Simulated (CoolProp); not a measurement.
The numbers come from the reference Helmholtz-energy equation of state, Lemmon 2006 in CoolProp. It is a short technical equation, of lower accuracy than the large ones.

Task: For C2F6 (R116), give the phase and the cv (kJ/(kg K)), conductivity (mW/(m K)) at 333.6 K and 0.251 bar.

Result: 
- 333.6 K and 0.251 bar: gas; cv 0.764, conductivity 17.5

Thermal conductivity comes from a separate model (Huber 2003), an estimate that may be off by 10 % or more.
